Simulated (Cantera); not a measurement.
**Transport properties of process gases**

Gas mixture: 100 % O2, at 200000 Pa, frozen composition.

Cantera's kinetic-theory transport with the Lennard-Jones parameters of GRI-Mech 3.0, ideal gas; thermal conductivity in the mixture-averaged form.

```
T (K)  ρ (kg/m³)  cp (J/kg/K)  μ (µPa s)  λ (mW/m/K)     Pr  D (cm²/s) N2  D (cm²/s) NO  D (cm²/s) H2O
-----  ---------  -----------  ---------  ----------  -----  ------------  ------------  -------------
400         1.92        941.4       25.6        33.9  0.713         0.175         0.172          0.202
500         1.54        971.4       30.0        41.1  0.709         0.257         0.252          0.308
600         1.28         1003       34.1        48.2  0.709         0.350         0.344          0.432
700         1.10         1031       37.8        55.0  0.709         0.454         0.446          0.571
800        0.962         1055       41.4        61.4  0.710         0.568         0.558          0.725
900        0.855         1074       44.7        67.6  0.710         0.692         0.680          0.893
1000       0.770         1090       47.9        73.6  0.710         0.825         0.811           1.07
1100       0.700         1103       51.0        79.4  0.709         0.968         0.950           1.27
1200       0.641         1114       54.0        84.9  0.708          1.12          1.10           1.47
```
D: mixture-averaged diffusion coefficient of that species in the mixture.
